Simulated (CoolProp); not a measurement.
n-perfluorohexane at several states: density (kg/m³) from the reference equation and from simpler models built on Tc = 174.9 °C, pc = 1.742 MPa, ω = 0.497; each cubic takes its own stable root.

The numbers come from the reference Helmholtz-energy equation of state, Gao 2022 in CoolProp.

```json
[
 {"T (°C)": "33.15", "p (MPa)": "0.0811", "phase": "liquid", "reference": "1652"},
 {"T (°C)": "-20.15", "p (MPa)": "0.854", "phase": "liquid", "reference": "1806"},
 {"T (°C)": "6.05", "p (MPa)": "0.0334", "phase": "liquid", "reference": "1730"},
 {"T (°C)": "173.55", "p (MPa)": "0.414", "phase": "gas", "reference": "41.40"},
 {"T (°C)": "-68.75", "p (MPa)": "0.0162", "phase": "liquid", "reference": "1938"}
]
```

How far does each simpler model (van der Waals, Soave-Redlich-Kwong, Peng-Robinson) lie from the reference over these 5 states: mean and median of the absolute difference, and the worst?


- van der Waals: mean 68.9 %, median 99.3 %, worst -99.8 % at -68.75 °C and 0.0162 MPa
- Soave-Redlich-Kwong: mean 11.1 %, median 13.3 %, worst -15.3 % at -68.75 °C and 0.0162 MPa
- Peng-Robinson: mean 2.5 %, median 2.1 %, worst -5.0 % at -68.75 °C and 0.0162 MPa

At some of these states van der Waals gives the other phase, because its saturation line lies elsewhere.
